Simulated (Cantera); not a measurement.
Cantera run:

```python
import numpy as np
import cantera as ct

gas_names = """
    B BH BH2 BH3 BO BO2 B2 B2O B2O2 B2O3 B3O3H3 H HBO HBO2 HO2 H2 H2O H2O2 H3B3O6 O OH O2 O3
""".split()
cond_names = """
    B(b) B(L) B2O3(L) B3O3H3(cr) H2O(s) H2O(L)
""".split()


# ... load() reads the species with a 1 bar reference pressure and builds the phases ...
atoms = {
    'B2O3': {'B': 2, 'O': 3},
    'H2O': {'H': 2, 'O': 1},
}
top_T = {}  # K; cautious upper limits of use, not melting points


# ... equilibrate(T, P, feed) seeds the gas with the atoms and calls Mixture.equilibrate('TP', solver="vcs", rtol=1e-11, max_steps=5000) ...
results = []
feed = {'B2O3': 1, 'H2O': 2.8}  # mol
P = 14000  # Pa
for T in [1400, 1450, 1500, 1550, 1600, 1650, 1700, 1750, 1800, 1850, 1900, 1950, 2000, 2050]:
    mix = equilibrate(T, P, feed)
    results.append((T, P, feed, dict(zip(mix.species_names, mix.species_moles))))

top = {s: max(r[3][s] / sum(r[3][g] for g in gas_names) for r in results) for s in gas_names}
cols = sorted((s for s in top if top[s] > 0.0001), key=lambda s: -top[s])[:9]
seen = [c for c in cond_names if any(r[3].get(c, 0) > 1e-12 for r in results)]
print("log10 of partial pressures in bar; condensed amounts in mol")
print(f"{'T/K':>10s}" + "".join(f"{s[:9]:>10s}" for s in cols + seen))
for T, P, feed, n in results:
    ng = sum(n[g] for g in gas_names)
    print(f"{T:10.4g}" + "".join(f"{np.log10(max(n[s] / ng * P / 1e5, 1e-99)):10.3f}" for s in cols)
          + "".join(f"{n.get(c, 0):10.4g}" for c in seen))
```

It prints:

```
log10 of partial pressures in bar; condensed amounts in mol
       T/K       H2O      HBO2      B2O3        H2       BO2        OH        O2    H3B3O6         H   B2O3(L)
      1400    -0.866    -2.462    -5.619    -4.696    -7.034    -5.533    -5.030    -3.516    -7.661    0.9558
      1450    -0.873    -2.251    -5.124    -4.484    -6.560    -5.275    -4.824    -3.586    -7.266    0.9347
      1500    -0.883    -2.057    -4.664    -4.289    -6.119    -5.037    -4.634    -3.659    -6.899    0.9022
      1550    -0.898    -1.879    -4.235    -4.110    -5.709    -4.819    -4.461    -3.735    -6.557    0.8542
      1600    -0.920    -1.716    -3.834    -3.946    -5.327    -4.619    -4.305    -3.818    -6.237    0.7853
      1650    -0.950    -1.569    -3.459    -3.797    -4.970    -4.438    -4.166    -3.911    -5.940    0.6887
      1700    -0.990    -1.438    -3.107    -3.664    -4.638    -4.277    -4.047    -4.018    -5.664    0.5555
      1750    -1.045    -1.323    -2.776    -3.547    -4.329    -4.137    -3.949    -4.143    -5.407    0.3733
      1800    -1.118    -1.225    -2.465    -3.448    -4.043    -4.020    -3.876    -4.293    -5.170    0.1237
      1850    -1.152    -1.194    -2.328    -3.334    -3.844    -3.885    -3.780    -4.618    -4.936         0
      1900    -1.152    -1.199    -2.300    -3.207    -3.699    -3.734    -3.660    -5.027    -4.704         0
      1950    -1.152    -1.204    -2.274    -3.086    -3.561    -3.591    -3.547    -5.416    -4.484         0
      2000    -1.152    -1.210    -2.250    -2.972    -3.432    -3.455    -3.439    -5.785    -4.275         0
      2050    -1.153    -1.216    -2.227    -2.864    -3.308    -3.326    -3.337    -6.138    -4.076         0
```

Method: chemical equilibrium by Gibbs-energy minimisation in Cantera with the NASA 1993 tables (ideal gas, pure condensed phases). Gases not in the tables: H3BO3.
